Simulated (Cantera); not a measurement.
Feed: 1 mol trisilylamine, 1.7 mol NH₃, a varied amount of N₂, at 10.0 Torr.

Method: chemical equilibrium by Gibbs-energy minimisation in Cantera with the NASA 1993 tables (ideal gas, pure condensed phases). Candidate condensed phases: Si, Si₃N₄; 18 gas species. The feed counts by its element totals alone. Mutual solubility and eutectic melting of coexisting phases are not modelled. Equilibrium is a limit: real reactors are often held back by kinetics, nucleation or transport.

### Question
What condenses at these points (T in K, n(N₂) in mol): (1750, 13); (1750, 3.5); (1750, 2.2); (1850, 13); (1700, 8.5); (1450, 2.2)?

### Answer
```
T (K)  n(N₂) in mol  condensed phases  Si condensed (%)
-----  ------------  ----------------  ----------------
1750             13             Si₃N₄              99.9
1750            3.5             Si₃N₄              99.9
1750            2.2        Si + Si₃N₄              99.9
1850             13                Si              99.6
1700            8.5             Si₃N₄             100.0
1450            2.2             Si₃N₄             100.0
```
